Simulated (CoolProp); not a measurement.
Aqueous ethanol as a coolant, 43 % by mass, freezing at -32.1 °C, 1 atm.

Values from CoolProp's Melinder's fits for secondary coolants.

```tsv
T (°C)	conductivity (W/(m K))	cp (kJ/(kg K))	density (kg/m³)	Prandtl number
-1.2	0.339	3.802	944.7	?
3.3	0.341	?	941.4	66.9
7.8	0.343	3.881	938.1	?
12.3	0.345	3.916	934.8	?
16.7	0.346	?	931.5	37.5
21.2	?	3.977	928.1	31.6
25.7	0.350	4.003	924.7	26.9
30.2	0.351	4.027	921.2	23.0
34.7	0.353	4.048	917.7	19.9
```

Task: Some entries are withheld; supply them.

Result: 
- -1.2, Prandtl number: 83.5
- 3.3, cp (kJ/(kg K)): 3.842
- 7.8, Prandtl number: 54.4
- 12.3, Prandtl number: 44.8
- 16.7, cp (kJ/(kg K)): 3.947
- 21.2, conductivity (W/(m K)): 0.348
